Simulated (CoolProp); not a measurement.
Properties of o-xylene along the isobar 0.101 MPa.

Computed with CoolProp (reference Helmholtz-energy equation of state, Zhou 2012).

```csv
T (°C),phase,cv (kJ/(kg K)),speed of sound (m/s),Joule-Thomson coefficient (K/MPa)
106.75,liquid,1.623,1033,-0.3475
112.05,liquid,1.640,1013,-0.3389
117.25,liquid,1.657,993.6,-0.3303
122.55,liquid,1.675,973.7,-0.3213
127.75,liquid,1.692,954.2,-0.3122
132.95,liquid,1.709,934.8,-0.3028
138.25,liquid,1.726,915.0,-0.2930
143.45,liquid,1.744,895.7,-0.2830
148.75,gas,1.645,178.7,36.61
153.95,gas,1.662,180.1,34.61
159.25,gas,1.680,181.5,32.71
```
